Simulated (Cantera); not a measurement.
Input: 1 mol Fe2O3, 0.73 mol SO2, 0.64 mol H2O, equilibrated at 4.30 bar.

These are equilibrium values from Cantera (NASA tables, ideal gas, pure condensed phases), not measurements of a reactor. Candidate condensed phases: Fe, FeO, Fe(OH)2, Fe(OH)3, FeS, FeSO4, FeS2, Fe2O3, Fe2(SO4)3, Fe3O4, H2O, H2SO4, S; 22 gas species. Equilibrium is a limit: real reactors are often held back by kinetics, nucleation or transport. All values below are at 900 K.

Base state: SO2 0.533, H2O 0.467 (mole fractions); condensed: Fe2O3(s).

Problem. What changes in the equilibrium state with this change: Fe2O3 replaced by FeS2?

Solution. 
```tsv
species	before	after
SO2	0.533	0.529
H2O	0.467	0.456
H2S	3.61e-8	0.00891
S2	<1e-9	0.00463
S2O	4.55e-9	0.00114
H2	2.26e-6	0.000140
Fe2O3(s), mol	1.00	0
FeS2(s), mol	0	0.987
Fe3O4(s), mol	0	0.00420
```
Gases not in the tables: S3 to S7.
